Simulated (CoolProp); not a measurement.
Vapour-liquid equilibrium of nitrogen (1) + carbon monoxide (2) at 0.875 MPa; x and y are mole fractions of (1).

Model: multi-fluid Helmholtz-energy mixture model, Span 2000 and Lemmon 2006; pair parameters Gernert 2013, in CoolProp.

| x | bubble temperature (K) | y at the bubble point | dew temperature at overall composition x (K) | liquid density (mol/L) |
|---|---|---|---|---|
| 0.05 | 106.5 | 0.066 | 106.6 | 23.83 |
| 0.125 | 106.0 | 0.160 | 106.2 | 23.87 |
| 0.2 | 105.6 | 0.251 | 105.8 | 23.90 |
| 0.275 | 105.1 | 0.336 | 105.4 | 23.94 |
| 0.35 | 104.7 | 0.417 | 105.0 | 23.97 |
| 0.425 | 104.2 | 0.494 | 104.6 | 24.00 |
| 0.5 | 103.8 | 0.568 | 104.2 | 24.03 |
| 0.575 | 103.5 | 0.638 | 103.8 | 24.06 |
| 0.65 | 103.1 | 0.705 | 103.4 | 24.08 |
| 0.725 | 102.8 | 0.771 | 103.0 | 24.11 |
| 0.8 | 102.5 | 0.834 | 102.6 | 24.14 |
| 0.875 | 102.2 | 0.897 | 102.3 | 24.17 |
| 0.95 | 101.9 | 0.959 | 101.9 | 24.21 |

No azeotrope shows between x = 0.05 and 0.95.

The pair parameters rest on a limited set of measurements; away from them the model extrapolates.
